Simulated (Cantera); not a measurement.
Input: 1 mol BN, 0.54 mol NF3, held at 900 °C and 2600 Pa.

Equilibrium computed with Cantera from the NASA thermochemical tables; the gas is ideal and each condensed phase is pure. Candidate condensed phases: B, BN; 13 gas species. Equilibrium is a limit: real reactors are often held back by kinetics, nucleation or transport.

Base state: N2 0.500, BF3 0.500 (mole fractions); condensed: BN(s).

What changes in the equilibrium state with this change: NF3 from 0.54 to 1.3 mol?


```json
[
 {"species": "N2", "before": "0.500", "after": "0.381"},
 {"species": "BF3", "before": "0.500", "after": "0.331"},
 {"species": "F", "before": "<1e-9", "after": "0.276"},
 {"species": "F2", "before": "<1e-9", "after": "0.0110"},
 {"species": "BN(s), mol", "before": "0.460", "after": "0"}
]
```
